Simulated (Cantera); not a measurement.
A freely propagating, adiabatic, planar premixed flame of CH₄ : O₂ : N₂ = 1 : 1.67 : 4.33 (molar parts), unburnt at 375 K and 5.00 bar; mixture-averaged transport, grid criteria slope 0.08 and curve 0.16, no radiation.

Cantera simulation using GRI-Mech 3.0 (53 species, 325 reactions); the numbers are that mechanism's predictions, not measurements. Burning velocities carry a grid error of a few per cent, more on coarse grids.

Problem. What does this change do: O2 1.67 to 1.3 parts?

Solution. 
| quantity | before | after |
|---|---|---|
| laminar burning velocity | 57.2 cm/s | 12.7 cm/s |
| thermal thickness | 0.0810 mm | 0.295 mm |
| peak x(H₂O₂) | 5.97e-5 | 5.91e-5 |
| peak x(CH₃) | 0.00442 | 0.00168 |
| peak x(CO) | 0.0790 | 0.0961 |
